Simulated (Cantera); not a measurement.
A closed system holds: 1 mol Si₃N₄, 0.1 mol H₂O, 340 mol H₂, equilibrated at 250000 Pa.

Method: chemical equilibrium by Gibbs-energy minimisation in Cantera with the NASA 1993 tables (ideal gas, pure condensed phases). Candidate condensed phases: H₂O, Si, SiO₂, Si₂N₂O, Si₃N₄; 35 gas species. Mutual solubility and eutectic melting of coexisting phases are not modelled. Gases not in the tables: Si₂H₆ and higher silanes. The numbers say what is thermodynamically allowed, not how fast it happens.

### Question
Which condensed phases are stable at each of these points (T (K)): 1575, 1625, 1675, 1725, 1775, 1825, 1875?

### Answer
```json
[
 {"T (K)": "1575", "condensed phases": "Si₂N₂O(s) + Si₃N₄(s)", "Si condensed (%)": "99.9"},
 {"T (K)": "1625", "condensed phases": "Si(s) + Si₂N₂O(s) + Si₃N₄(s)", "Si condensed (%)": "99.8"},
 {"T (K)": "1675", "condensed phases": "Si(s) + Si₂N₂O(s) + Si₃N₄(s)", "Si condensed (%)": "99.7"},
 {"T (K)": "1725", "condensed phases": "Si(l) + Si₂N₂O(s) + Si₃N₄(s)", "Si condensed (%)": "99.3"},
 {"T (K)": "1775", "condensed phases": "Si(l) + Si₂N₂O(s) + Si₃N₄(s)", "Si condensed (%)": "98.7"},
 {"T (K)": "1825", "condensed phases": "Si(l) + Si₂N₂O(s) + Si₃N₄(s)", "Si condensed (%)": "97.3"},
 {"T (K)": "1875", "condensed phases": "Si(l)", "Si condensed (%)": "96.0"}
]
```

At 1575 K the condensed part is Si₂N₂O(s) + Si₃N₄(s). From 1625 K to 1675 K the condensed part is Si(s) + Si₂N₂O(s) + Si₃N₄(s). From 1725 K to 1825 K the condensed part is Si(l) + Si₂N₂O(s) + Si₃N₄(s). At 1875 K the condensed part is Si(l).
